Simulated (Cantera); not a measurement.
Source: NASA polynomial tables (part measured, part estimated), evaluated in Cantera. Values are per mole of reaction as written; species without (g) are pure solids or liquids, kept so even where they would boil at 1 bar. VN: taken at fixed stoichiometry.

8 VN + 6 NO2(g) ⇌ 7 N2(g) + 4 V2O3, with ΔH° = -3342.9 kJ and ΔS° = -4.7 J/K at 300 K.

Question: How far is the shortcut ΔG° ≈ ΔH°(300 K) − T·ΔS°(300 K) from the full temperature-dependent value at 898, 973, 1048, 1123, 1198, 1273, 1348, 1423, 1498, 1573, 1648 K?

Answer: 
```
T (K)  shortcut (kJ)  full (kJ)  difference (kJ)  difference in log10 K
-----  -------------  ---------  ---------------  ---------------------
898          -3338.7    -3368.3             29.6                  -1.72
973          -3338.4    -3373.6             35.2                  -1.89
1048         -3338.0    -3379.0             41.0                  -2.04
1123         -3337.7    -3384.6             47.0                  -2.18
1198         -3337.3    -3390.4             53.1                  -2.32
1273         -3337.0    -3396.4             59.4                  -2.44
1348         -3336.6    -3402.5             65.9                  -2.55
1423         -3336.3    -3408.8             72.6                  -2.66
1498         -3335.9    -3415.3             79.4                  -2.77
1573         -3335.6    -3422.0             86.4                  -2.87
1648         -3335.2    -3428.8             93.6                  -2.97
```
The shortcut ignores the heat-capacity change of the reaction.
